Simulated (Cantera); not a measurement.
Feed: 1 mol PbO, a varied amount of H₂, 1.2 mol N₂, held at 725 °C and 7.50 Torr.

Cantera equilibrium calculation (NASA polynomials, part measured and part estimated; ideal gas, pure solids and liquids). Candidate condensed phases: H₂O, Pb, PbO, PbO₂, Pb₃O₄; 27 gas species. Kinetics and transport are ignored.

x: gas mole fraction; n: condensed amount in mol.

| n(H₂) (mol) | x H₂ | x N₂ | x H₂O | x Pb | x NH₃ | x H | n Pb(l) |
|---|---|---|---|---|---|---|---|
| 35 | 0.938 | 0.0331 | 0.0276 | 0.00155 | 9.75e-7 | 2.08e-8 | 0.944 |
| 50 | 0.956 | 0.0234 | 0.0195 | 0.00155 | 8.43e-7 | 2.10e-8 | 0.921 |
| 71 | 0.968 | 0.0166 | 0.0138 | 0.00155 | 7.24e-7 | 2.12e-8 | 0.888 |
| 100 | 0.977 | 0.0118 | 0.00987 | 0.00155 | 6.20e-7 | 2.13e-8 | 0.843 |
| 150 | 0.984 | 0.00792 | 0.00660 | 0.00155 | 5.13e-7 | 2.13e-8 | [?] |
| 210 | 0.988 | 0.00567 | 0.00473 | 0.00155 | 4.36e-7 | 2.14e-8 | [?] |
| 300 | 0.991 | 0.00398 | 0.00331 | 0.00155 | 3.67e-7 | 2.14e-8 | [?] |

Q: What belongs in the gaps?

A: 
- 150, n Pb(l): 0.765
- 210, n Pb(l): 0.672
- 300, n Pb(l): 0.533
